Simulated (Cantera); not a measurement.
Charge: 1 mol CuO, 0.31 mol CH₄, 0.99 mol H₂, at 1500 K.

Equilibrium computed with Cantera from the NASA thermochemical tables; the gas is ideal and each condensed phase is pure. Candidate condensed phases: C, C₆H₆, C₇H₈, C₈H₁₈, Cu, CuO, Cu(OH)₂, Cu₂O, H₂O; 113 gas species. Equilibrium is a limit: real reactors are often held back by kinetics, nucleation or transport.

**Question.** What share of the Cu ends up in condensed phases as a function of P (Pa), at 10, 52, 270, 1400, 7200, 37000, 190000, 1000000?

**Answer.** 
| P (Pa) | Cu condensed (%) | as |
|---|---|---|
| 10 | 82.8 | Cu(l) |
| 52 | 96.9 | Cu(l) |
| 270 | 99.4 | Cu(l) |
| 1400 | 99.9 | Cu(l) |
| 7200 | 100.0 | Cu(l) |
| 37000 | 100.0 | Cu(l) |
| 190000 | 100.0 | Cu(l) |
| 1000000 | 100.0 | Cu(l) |
